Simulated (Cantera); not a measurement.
A closed system holds: 1 mol SiCl₄, 0.27 mol O₂, 190 mol N₂, held at 1175 K and 30.0 mbar.

Method: chemical equilibrium by Gibbs-energy minimisation in Cantera with the NASA 1993 tables (ideal gas, pure condensed phases). Candidate condensed phases: Si, SiO₂, Si₂N₂O, Si₃N₄; 23 gas species. The tables hold silica as quartz up to 1696 K and as liquid above; real silica turns to tridymite and cristobalite and melts near 1996 K. Rates play no part.

Base state: N₂ 0.993, SiCl₄ 0.00381, Cl₂ 0.00232, Cl 0.00101 (mole fractions); condensed: SiO₂(β-quartz).

Problem. What changes in the equilibrium state with this change: O₂ from 0.27 to 2.5 mol?

Solution. 
| species | before | after |
|---|---|---|
| N₂ | 0.993 | 0.981 |
| Cl₂ | 0.00232 | 0.00932 |
| O₂ | <1e-9 | 0.00773 |
| SiCl₄ | 0.00381 | <1e-9 |
| NO | <1e-9 | 3.44e-5 |
| Cl | 0.00101 | 0.00202 |
| SiO₂(β-quartz), mol | 0.270 | 1.00 |
